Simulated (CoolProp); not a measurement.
Vapour pressure (kPa) of R236EA: the reference equation beside estimates from Tc = 412.4 K, pc = 3414 kPa, ω = 0.368. Clausius-Clapeyron is anchored at 331.5 K with a constant enthalpy of vaporisation of 20.70 kJ/mol.

Computed with CoolProp (reference Helmholtz-energy equation of state, Rui 2013).

| T (K) | reference | Clausius-Clapeyron | van der Waals | Redlich-Kwong |
|---|---|---|---|---|
| 328.3 | ? | 535.5 | 1279 | 810.5 |
| 331.5 | 576.2 | 576.2 | 1338 | 868.3 |
| 334.7 | ? | 619.1 | 1398 | ? |
| 337.9 | ? | 664.3 | 1460 | 992.5 |
| 341.2 | 745.2 | 713.3 | 1526 | ? |
| 344.4 | 808.4 | 763.4 | 1591 | 1131 |
| 347.6 | 875.6 | 815.9 | 1659 | 1203 |
| 350.8 | ? | 871.0 | 1728 | 1279 |
| 354.1 | 1025 | 930.5 | 1801 | 1360 |
| 357.3 | 1105 | 991.0 | ? | 1442 |
| 360.5 | 1190 | 1054 | 1948 | 1527 |
| 363.8 | 1283 | 1122 | 2026 | 1619 |
| 367 | 1378 | 1191 | 2104 | ? |
| 370.2 | 1478 | 1263 | 2184 | 1807 |

Question: What belongs in the gaps?

Answer: 
- 328.3, reference: 527.4
- 334.7, reference: 628.4
- 334.7, Redlich-Kwong: 929.0
- 337.9, reference: 684.0
- 341.2, Redlich-Kwong: 1061
- 350.8, reference: 946.9
- 357.3, van der Waals: 1873
- 367, Redlich-Kwong: 1711

Absolute difference from the reference over all 14 rows, mean and median: Clausius-Clapeyron 7.3 and 7.4 %, van der Waals 89.4 and 86.0 %, Redlich-Kwong 36.9 and 36.2 %.
